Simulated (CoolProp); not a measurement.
The fluid at 298.15 K and 1.88 MPa is throttled through a valve to 0.575 MPa with no heat exchange. The same conditions are run with several fluids, on thermodynamics alone (safety and materials aside).

The numbers come from the reference Helmholtz-energy equation of state of each fluid (neopentane: Lemmon 2006; water: Wagner 2002; n-perfluorobutane: Gao 2022; tetradecamethylhexasiloxane (MD4M): Thol 2019; R134a: Tillner-Roth 1994) in CoolProp.

```tsv
fluid	temperature change (K)	final phase	final density (kg/m³)
neopentane	+0.4	liquid	585
water	+0.3	liquid	997
n-perfluorobutane	+0.2	liquid	1500
tetradecamethylhexasiloxane (MD4M)	+0.6	liquid	887
R134a	-4.8	two-phase, vapour fraction 0.038	468
```
